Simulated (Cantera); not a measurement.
What does this Cantera script print?

```python
import numpy as np
import cantera as ct

gas_names = """
    H HO2 H2 H2O H2O2 O OH O2 O3 Pb PbO Pb2
""".split()
cond_names = """
    H2O(s) H2O(L) Pb(cr) Pb(L) PbO(rd) PbO(yw) PbO(L) PbO2(s) Pb3O4(s)
""".split()


# ... load() reads the species with a 1 bar reference pressure and builds the phases ...
atoms = {
    'Pb': {'Pb': 1},
    'O2': {'O': 2},
    'H2': {'H': 2},
}
top_T = {'Pb3O4(s)': 820}  # K; cautious upper limits of use, not melting points


# ... equilibrate(T, P, feed) seeds the gas with the atoms and calls Mixture.equilibrate('TP', solver="vcs", rtol=1e-11, max_steps=5000) ...
results = []
feed = {'Pb': 1, 'O2': 0.0017, 'H2': 71}  # mol
T = 1373.15  # K
for P in [10, 41, 160, 670, 2700, 11000, 45000, 180000, 740000, 3000000]:
    mix = equilibrate(T, P, feed)
    results.append((T, P, feed, dict(zip(mix.species_names, mix.species_moles))))

top = {s: max(r[3][s] / sum(r[3][g] for g in gas_names) for r in results) for s in gas_names}
cols = sorted((s for s in top if top[s] > 1e-05), key=lambda s: -top[s])[:5]
seen = [c for c in cond_names if any(r[3].get(c, 0) > 1e-12 for r in results)]
print("log10 of partial pressures in bar; condensed amounts in mol")
print(f"{'P/Pa':>10s}" + "".join(f"{s[:9]:>10s}" for s in cols + seen))
for T, P, feed, n in results:
    ng = sum(n[g] for g in gas_names)
    print(f"{P:10.4g}" + "".join(f"{np.log10(max(n[s] / ng * P / 1e5, 1e-99)):10.3f}" for s in cols)
          + "".join(f"{n.get(c, 0):10.4g}" for c in seen))
```

Output:

```
log10 of partial pressures in bar; condensed amounts in mol
      P/Pa        H2        Pb         H       H2O     Pb(L)
        10    -4.006    -5.857    -7.480    -8.326         0
        41    -3.393    -5.245    -7.173    -7.713         0
       160    -2.802    -4.653    -6.878    -7.122         0
       670    -2.180    -4.031    -6.567    -6.500         0
      2700    -1.575    -3.426    -6.264    -5.894         0
   1.1e+04    -0.965    -2.816    -5.959    -5.284         0
   4.5e+04    -0.353    -2.204    -5.653    -4.673         0
   1.8e+05     0.254    -2.192    -5.350    -4.066    0.7455
   7.4e+05     0.869    -2.192    -5.042    -3.451    0.9383
     3e+06     1.477    -2.192    -4.738    -2.843    0.9848
```

Method: chemical equilibrium by Gibbs-energy minimisation in Cantera with the NASA 1993 tables (ideal gas, pure condensed phases).
